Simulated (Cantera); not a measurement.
# Roasting and sulfation: MgO + H2S + H2O

Charge: 1 mol MgO, 0.055 mol H2S, a varied amount of H2O, equilibrated at 1448.15 K and 750 Torr.

These are equilibrium values from Cantera (NASA tables, ideal gas, pure condensed phases), not measurements of a reactor. Candidate condensed phases: H2O, H2SO4, Mg, MgO, Mg(OH)2, MgS, MgSO4, S; 26 gas species. Equilibrium is a limit: real reactors are often held back by kinetics, nucleation or transport.

From 0.061 mol H2O to 9.4 mol H2O the condensed part is MgO(s). The main Mg-bearing gas is Mg(OH)2 throughout.

```
n(H2O) (mol)  x H2O    x H2S    x H2      x S2    x SO2      x SH  n MgO(s)
------------  -----  -------  ------  --------  -------  --------  --------
0.061         0.472    0.253   0.183    0.0862  0.00280   0.00164      1.00
0.13          0.641    0.155   0.138    0.0566  0.00739   0.00116      1.00
0.26          0.760   0.0882   0.105    0.0316   0.0133  0.000755      1.00
0.53          0.841   0.0449  0.0818    0.0136   0.0177  0.000436      1.00
1.1           0.894   0.0194  0.0638   0.00415   0.0182  0.000213      1.00
2.2           0.929  0.00661  0.0483  0.000843   0.0154   8.36e-5      1.00
4.6           0.957  0.00114  0.0313   5.94e-5   0.0104   1.79e-5      1.00
9.4           0.977  9.62e-5  0.0170   1.44e-6  0.00567   2.05e-6     1.000
```
x: gas mole fraction; n: condensed amount in mol.
